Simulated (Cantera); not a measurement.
An adiabatic, constant-volume homogeneous reactor starts with CO : H₂ : O₂ : N₂ = 1 : 0.26 : 0.863 : 6.04 (molar parts), at 1725 K and 100000 Pa. Integrator tolerance rtol = 1e-08.

Cantera simulation using GRI-Mech 3.0 (53 species, 325 reactions); the numbers are that mechanism's predictions, not measurements.

Problem. What does this change do: constant pressure in place of constant volume?

Solution. 
```
quantity                                                            before                                    after
---------------------------------  ---------------------------------------  ---------------------------------------
time of steepest temperature rise                                  21.3 µs                                  21.2 µs
temperature at 0.300 s                                              2676 K                                   2572 K
equilibrium temperature                                             2676 K                                   2572 K
x(CO) at 0.300 s                     0.0353 (gas-phase equilibrium 0.0353)    0.0285 (gas-phase equilibrium 0.0285)
x(H₂) at 0.300 s                   0.00155 (gas-phase equilibrium 0.00155)  0.00127 (gas-phase equilibrium 0.00127)
x(O₂) at 0.300 s                     0.0380 (gas-phase equilibrium 0.0380)    0.0366 (gas-phase equilibrium 0.0366)
x(NO₂) at 0.300 s                  5.01e-6 (gas-phase equilibrium 5.01e-6)  3.73e-6 (gas-phase equilibrium 3.73e-6)
x(H₂O) at 0.300 s                    0.0275 (gas-phase equilibrium 0.0275)    0.0288 (gas-phase equilibrium 0.0288)
```

Problem. What does this change do: N2 6.04 to 4.8 parts?

Solution. 
| quantity | before | after |
|---|---|---|
| time of steepest temperature rise | 21.3 µs | 18.1 µs |
| temperature at 0.300 s | 2676 K | 2751 K |
| equilibrium temperature | 2676 K | 2751 K |
| x(CO) at 0.300 s | 0.0353 (gas-phase equilibrium 0.0353) | 0.0486 (gas-phase equilibrium 0.0486) |
| x(H₂) at 0.300 s | 0.00155 (gas-phase equilibrium 0.00155) | 0.00212 (gas-phase equilibrium 0.00212) |
| x(O₂) at 0.300 s | 0.0380 (gas-phase equilibrium 0.0380) | 0.0474 (gas-phase equilibrium 0.0474) |
| x(NO₂) at 0.300 s | 5.01e-6 (gas-phase equilibrium 5.01e-6) | 6.41e-6 (gas-phase equilibrium 6.41e-6) |
| x(H₂O) at 0.300 s | 0.0275 (gas-phase equilibrium 0.0275) | 0.0313 (gas-phase equilibrium 0.0313) |
